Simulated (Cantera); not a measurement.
What does this Cantera script print?

```python
import numpy as np
import cantera as ct

gas_names = [...]  # 95 gases of nasa_gas.yaml made of C, F, H
cond_names = """
    C(gr) C6H6(L) C7H8(L) C8H18(L),n-octa
""".split()


# ... load() reads the species with a 1 bar reference pressure and builds the phases ...
atoms = {
    'C2F6': {'C': 2, 'F': 6},
    'CH4': {'C': 1, 'H': 4},
    'H2': {'H': 2},
}
top_T = {'C(gr)': 4500}  # K; cautious upper limits of use, not melting points


# ... equilibrate(T, P, feed) seeds the gas with the atoms and calls Mixture.equilibrate('TP', solver="vcs", rtol=1e-11, max_steps=5000) ...
results = []
feed = {'C2F6': 1, 'CH4': 0.9, 'H2': 1.1}  # mol
P = 6700  # Pa
for T in [1425, 1525, 1625, 1725, 1825, 1925, 2025, 2125, 2225]:
    mix = equilibrate(T, P, feed)
    results.append((T, P, feed, dict(zip(mix.species_names, mix.species_moles))))

top = {s: max(r[3][s] / sum(r[3][g] for g in gas_names) for r in results) for s in gas_names}
cols = sorted((s for s in top if top[s] > 0.0001), key=lambda s: -top[s])[:8]
seen = [c for c in cond_names if any(r[3].get(c, 0) > 1e-12 for r in results)]
print("log10 of partial pressures in bar; condensed amounts in mol")
print(f"{'T/K':>10s}" + "".join(f"{s[:9]:>10s}" for s in cols + seen))
for T, P, feed, n in results:
    ng = sum(n[g] for g in gas_names)
    print(f"{T:10.4g}" + "".join(f"{np.log10(max(n[s] / ng * P / 1e5, 1e-99)):10.3f}" for s in cols)
          + "".join(f"{n.get(c, 0):10.4g}" for c in seen))
```

Output:

```
log10 of partial pressures in bar; condensed amounts in mol
       T/K        HF         F       CF4       CF2       CF3        CF     C(gr)
      1425    -1.178    -7.096    -3.242    -6.503    -7.351   -11.188      2.85
      1525    -1.178    -6.335    -3.243    -5.831    -6.806   -10.022      2.85
      1625    -1.178    -5.668    -3.245    -5.245    -6.330    -9.001      2.85
      1725    -1.178    -5.079    -3.252    -4.730    -5.914    -8.102     2.849
      1825    -1.178    -4.558    -3.270    -4.279    -5.554    -7.305     2.848
      1925    -1.178    -4.099    -3.316    -3.891    -5.253    -6.599     2.846
      2025    -1.180    -3.700    -3.420    -3.574    -5.030    -5.980     2.842
      2125    -1.181    -3.370    -3.640    -3.351    -4.923    -5.452     2.839
      2225    -1.183    -3.122    -4.052    -3.254    -4.983    -5.025     2.841
```

These are equilibrium values from Cantera (NASA tables, ideal gas, pure condensed phases), not measurements of a reactor. The feed counts by its element totals alone. Gases not in the tables: C2F6 and larger saturated fluorocarbons.
